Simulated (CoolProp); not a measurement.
Neopentane at 307.06 K and 0.164 MPa is throttled through a valve to 0.039 MPa with no heat exchange. Each further row changes one setting.

Values from CoolProp's reference Helmholtz-energy equation of state, Lemmon 2006. It is a short technical equation, of lower accuracy than the large ones.

| case | temperature change (K) | final density (kg/m³) |
|---|---|---|
| as stated | ? | 1.13 |
| outlet pressure 0.0117 MPa | ? | ? |
| outlet pressure 0.0507 MPa | -2.6 | ? |

Q: Fill in the missing entries.

A: 
- as stated, temperature change (K): -2.9
- outlet pressure 0.0117 MPa, temperature change (K): -3.5
- outlet pressure 0.0117 MPa, final density (kg/m³): 0.336
- outlet pressure 0.0507 MPa, final density (kg/m³): 1.47
